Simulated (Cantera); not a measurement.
Input: 1 mol Si3N4, 1.1 mol H2O, 21 mol H2, held at 2050 K and 750 Torr.

Cantera equilibrium calculation (NASA polynomials, part measured and part estimated; ideal gas, pure solids and liquids). Candidate condensed phases: H2O, Si, SiO2, Si2N2O, Si3N4; 35 gas species. Mutual solubility and eutectic melting of coexisting phases are not modelled. Gases not in the tables: Si2H6 and higher silanes. The numbers say what is thermodynamically allowed, not how fast it happens.

Base state: H2 0.879, N2 0.0773, SiO 0.0414, H 0.00213, SiH2 0.000123, Si 7.73e-5, SiH 4.38e-5, H2O 2.21e-5 (mole fractions); condensed: Si(l) + Si2N2O(s).

What changes in the equilibrium state with this change: 1.6 mol HF added?


```
species         before    after
--------------  ------  -------
H2               0.879    0.851
N2              0.0773   0.0750
SiO             0.0414   0.0412
HF                   0   0.0116
SiF2                 0  0.00998
SiF3                 0  0.00673
SiF4                 0  0.00128
Si(l), mol        1.84     1.38
Si2N2O(s), mol  0.0586        0
```
The tables' values for SiF2, SiF3, SiF are old estimates; treat these amounts as uncertain.
